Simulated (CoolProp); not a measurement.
The numbers come from the reference Helmholtz-energy equation of state, Penoncello 2003 in CoolProp.

Problem. Give the vapour pressure (MPa), vapour density (kg/m³), liquid cp (kJ/(kg K)), surface tension (mN/m) of saturated CHF3 (R23) at -100.15, -87.25 °C.

Solution. 
```json
[
 {"T (°C)": "-100.15", "p (MPa)": "0.0312", "vapour density (kg/m³)": "1.55", "liquid cp (kJ/(kg K))": "1.21", "surface tension (mN/m)": "20.3"},
 {"T (°C)": "-87.25", "p (MPa)": "0.0741", "vapour density (kg/m³)": "3.48", "liquid cp (kJ/(kg K))": "1.23", "surface tension (mN/m)": "17.8"}
]
```

Surface tension comes from a separate correlation (Mulero 2012).
